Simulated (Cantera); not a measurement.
A closed system holds: 1 mol BaF2, 7.6 mol O2, 110 mol N2, at 0.00218 Torr.

Cantera equilibrium calculation (NASA polynomials, part measured and part estimated; ideal gas, pure solids and liquids). Candidate condensed phases: Ba, BaF2, BaO; 20 gas species. Kinetics and transport are ignored.

**Question.** At 1375 K, list the 5 most abundant gas species with their mole fractions, and the condensed phases.

**Answer.** N2 0.927, O2 0.0638, BaF2 0.00843, NO 0.000376, O 9.44e-5. Condensed: gas only.
